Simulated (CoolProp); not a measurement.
A simple Rankine cycle with tetrahydrofuran: condensing at 291.15 K, boiler at 0.261 MPa, turbine inlet 411.5 K, turbine efficiency 0.9, pump efficiency 0.6, no recuperator. Each further row changes one setting.

Model: reference Helmholtz-energy equation of state, Fiedler 2023, in CoolProp.

```tsv
case	thermal efficiency (%)	net work (kJ/kg)	heat in (kJ/kg)	turbine exit temperature (K)	volume ratio over the turbine
as stated	17.4	104	599	330.8	13.8
turbine inlet 431.5 K	17.5	110	631	351.5	13.9
condensing temperature 283.15 K	19.1	117	613	320.0	19.6
boiler pressure 0.183 MPa	15.5	93.1	601	341.5	9.87
turbine efficiency 0.8	15.5	92.6	599	340.3	14.2
```
